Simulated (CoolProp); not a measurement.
Vapour-liquid equilibrium of R152A (1) + isobutene (2) at 0.00172 MPa; x and y are mole fractions of (1).

Computed with CoolProp (multi-fluid Helmholtz-energy mixture model, Outcalt 1996 and Lemmon 2005; pair parameters Bell 2016).

Problem. Give the bubble temperature and the first vapour's composition at x = 0.05, 0.125, 0.65. Is there an azeotrope?

Solution. x = 0.05: -83.9 °C, y = 0.367; x = 0.125: -87.3 °C, y = 0.559; x = 0.65: -90.2 °C, y = 0.714. y crosses x between x = 0.725 and 0.8: the model has an azeotrope there.

Pair parameters are fitted to limited data, so mixtures are less certain than the pure fluids.
